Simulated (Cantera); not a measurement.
Input: 1 mol AlN, a varied amount of H2, 5.4 mol N2, equilibrated at 1973.15 K and 13.3 mbar.

These are equilibrium values from Cantera (NASA tables, ideal gas, pure condensed phases), not measurements of a reactor. Candidate condensed phases: Al, AlN; 13 gas species. Equilibrium is a limit: real reactors are often held back by kinetics, nucleation or transport.

x: gas mole fraction; n: condensed amount in mol.

```json
[
 {"n(H2) (mol)": "1.4", "x H2": "0.200", "x N2": "0.786", "x Al": "0.00897", "x H": "0.00523", "x AlH": "0.000137", "x Al2": "3.78e-7", "x NH3": "2.22e-8", "n AlN(s)": "0.937"},
 {"n(H2) (mol)": "2.8", "x H2": "0.332", "x N2": "0.651", "x Al": "0.00985", "x H": "0.00674", "x AlH": "0.000195", "x Al2": "4.55e-7", "x NH3": "4.32e-8", "n AlN(s)": "0.916"},
 {"n(H2) (mol)": "5.7", "x H2": "0.498", "x N2": "0.482", "x Al": "0.0115", "x H": "0.00826", "x AlH": "0.000277", "x Al2": "6.16e-7", "x NH3": "6.84e-8", "n AlN(s)": "0.867"},
 {"n(H2) (mol)": "11", "x H2": "…", "x N2": "…", "x Al": "…", "x H": "…", "x AlH": "…", "x Al2": "…", "x NH3": "8.38e-8", "n AlN(s)": "…"},
 {"n(H2) (mol)": "23", "x H2": "…", "x N2": "…", "x Al": "0.0181", "x H": "0.0103", "x AlH": "0.000547", "x Al2": "1.54e-6", "x NH3": "8.45e-8", "n AlN(s)": "…"},
 {"n(H2) (mol)": "47", "x H2": "0.862", "x N2": "0.109", "x Al": "0.0179", "x H": "0.0109", "x AlH": "0.000569", "x Al2": "1.50e-6", "x NH3": "7.40e-8", "n AlN(s)": "0"},
 {"n(H2) (mol)": "94", "x H2": "0.921", "x N2": "0.0582", "x Al": "0.00954", "x H": "0.0112", "x AlH": "0.000314", "x Al2": "4.27e-7", "x NH3": "5.97e-8", "n AlN(s)": "0"},
 {"n(H2) (mol)": "190", "x H2": "0.954", "x N2": "0.0298", "x Al": "0.00489", "x H": "0.0114", "x AlH": "0.000164", "x Al2": "1.12e-7", "x NH3": "4.51e-8", "n AlN(s)": "0"},
 {"n(H2) (mol)": "380", "x H2": "0.971", "x N2": "0.0152", "x Al": "0.00249", "x H": "0.0115", "x AlH": "8.39e-5", "x Al2": "2.90e-8", "x NH3": "3.30e-8", "n AlN(s)": "0"}
]
```

Task: Fill in the missing entries.

Result: 
- 23, x H2: 0.778
- 23, x N2: 0.193
- 23, n AlN(s): 0.453
- 11, x H2: 0.648
- 11, x N2: 0.328
- 11, x Al: 0.0139
- 11, x H: 0.00942
- 11, x AlH: 0.000383
- 11, x Al2: 9.05e-7
- 11, n AlN(s): 0.760
